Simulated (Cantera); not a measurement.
A diamond (100) surface in a fixed gas of H2 with x(CH4) = 0.019, x(CH3) = 0.0015, at 1325 K, 0.0444 atm; coverages are run to steady state.

Cantera simulation using the Harris–Goodwin 1993 mechanism for the reconstructed diamond (100) surface; the numbers are that mechanism's predictions, not measurements.

One state of this run: growth (µm/h) = 3.32; θ c6HH = 0.443; θ c6H* = 0.0465; θ c6*H = 0.477; θ c6** = 0.0197; θ c6HM = 0.00135. θ: site fractions in the mechanism's names (c6HH fully hydrogenated, c6H* and c6*H radical sites, c6** diradical, c6HM methylated).

**Question.** Which value of x(H) does it belong to?
A. 0.00064
B. 0.0016
C. 0.00025
D. 0.01

**Answer.** A, 0.00064
